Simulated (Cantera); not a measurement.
A perfectly stirred reactor is fed with 2.10 % CH4, 0.524 % C2H6, 0.503 % C3H8, 20.3 % O2, 76.5 % N2, equivalence ratio 0.42, at 5.00 bar; it is adiabatic with a 325 K inlet, and is followed from long to short residence time, starting on the burning branch (τ in s: 0.42, 0.18, 0.078, 0.034, 0.015, 0.0064, 0.0028, 0.0012, 0.00052, 0.00023, 9.8e-05).

Cantera simulation using GRI-Mech 3.0 (53 species, 325 reactions); the numbers are that mechanism's predictions, not measurements. GRI-Mech 3.0 was tuned for natural gas; its chemistry of propane as a main component is partial and can be far from experiment.

Question: Predict: blow-out, bracketed by the residence times tried; x(CH4) at τ = 0.420 s; x(C2H6) at τ = 0.420 s; x(C3H8) at τ = 0.420 s; x(CH4) at τ = 6.40 ms; x(C2H6) at τ = 6.40 ms; x(C3H8) at τ = 6.40 ms.

Answer: blow-out, bracketed by the residence times tried: burning at 34.0 ms, out at 15.0 ms
x(CH4) at τ = 0.420 s: 2.11e-5
x(C2H6) at τ = 0.420 s: 1.23e-6
x(C3H8) at τ = 0.420 s: 1.26e-6
x(CH4) at τ = 6.40 ms: 0.0210
x(C2H6) at τ = 6.40 ms: 0.00524
x(C3H8) at τ = 6.40 ms: 0.00503
